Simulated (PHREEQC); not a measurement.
Brackish or sea water

A made-up water analysis in mg/kgw, 25 °C, pH 7.01, pe 9.6: Na 11000; K 5.9; Ca 525; Mg 173; Cl 19200; S(6) as SO4 383; Alkalinity as HCO3 6.51; Br 13.3; O(0) (dissolved oxygen) 8.32.

Valence states are taken as typed.

The numbers come from PHREEQC with the ion-association model, phreeqc.dat.

Precipitation was switched off in this run.

Question: Estimate the activity of water, density.

Answer: activity of water 0.982; density 1.019 g/cm³.

Question: In which forms is Ca present?

Answer: Ca+2 98 %, CaSO4 1.8 % of the Ca.

Species that the database lacks are ignored.
